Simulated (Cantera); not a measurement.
Feed: 1 mol SiC, 0.0077 mol Si, 1.6 mol N₂, at 1400 K and 9.50 Pa.

These are equilibrium values from Cantera (NASA tables, ideal gas, pure condensed phases), not measurements of a reactor. N₂ is the only nitrogen source here; it is nearly inert below about 1500 K, so the nitride shown seldom forms there in practice. Mutual solubility and eutectic melting of coexisting phases are not modelled. Rates play no part.

```csv
species,before,after
N₂,1.000,0.614
Si,1.33e-6,0.326
SiC₂,<1e-9,0.0529
Si₂C,<1e-9,0.00409
CN,<1e-9,0.00216
C₃,<1e-9,0.000421
C,<1e-9,0.000190
Si₂,<1e-9,0.000149
SiC,<1e-9,6.55e-5
"SiC(s), mol",1.00,0
"Si₃N₄(s), mol",0.00257,0
"C(graphite), mol",0,0.704
```
Gas species are given as mole fractions.

Problem. What was changed between the two runs?
A) temperature from 1400 K to 2348.15 K
B) temperature from 1400 K to 2523.15 K
C) temperature from 1400 K to 2498.15 K
D) pressure from 9.50 Pa to 101000 Pa

Solution. A, temperature from 1400 K to 2348.15 K. The tables' values for SiN are old estimates; treat these amounts as uncertain
